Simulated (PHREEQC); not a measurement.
Consider water at 25 °C with 0.027 mol/kgw HF, 0.0028 mol/kgw NH4HF2 and 0.00011 mol/kgw (NH4)2SiF6. Closed to the air; pH follows from the charge balance.

Computed with PHREEQC (ion-association model, wateq4f.dat).

This is a speciation only: nothing precipitates in the calculation.

**Question.** Estimate the pH.

**Answer.** pH 2.52.

**Question.** In which forms is F present?

**Answer.** HF 70 %, F- 17 %, H2F2 8.5 %, HF2- 3.0 %, SiF6-2 2.0 % of the F.

Species that the database lacks are ignored. wateq4f.dat counts part of the HF as a dimer, H2F2, which phreeqc.dat doesn't know; its constant is uncertain. SiF6-2 is the database's only silicon fluoride.
